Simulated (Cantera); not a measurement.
Mixture: CH₄ : CO : O₂ : N₂ = 1 : 0.26 : 3.13 : 11.6 (molar parts), equivalence ratio 0.68, at 220000 Pa, adiabatic and at constant pressure. Ignition delay is the time to a rise of 400 K.

Computed with Cantera and GRI-Mech 3.0 (53 species, 325 reactions).

What does this change do: pressure from 220000 Pa to 101000 Pa?


```json
[
 {"quantity": "delay at 1125 K", "before": "63.2 ms", "after": "0.127 s"},
 {"quantity": "delay at 1275 K", "before": "7.33 ms", "after": "13.6 ms"},
 {"quantity": "delay at 1425 K", "before": "1.20 ms", "after": "2.15 ms"},
 {"quantity": "delay at 1575 K", "before": "0.275 ms", "after": "0.509 ms"},
 {"quantity": "apparent activation energy between 1500 and 1650 K", "before": "180 kJ/mol", "after": "170 kJ/mol"}
]
```
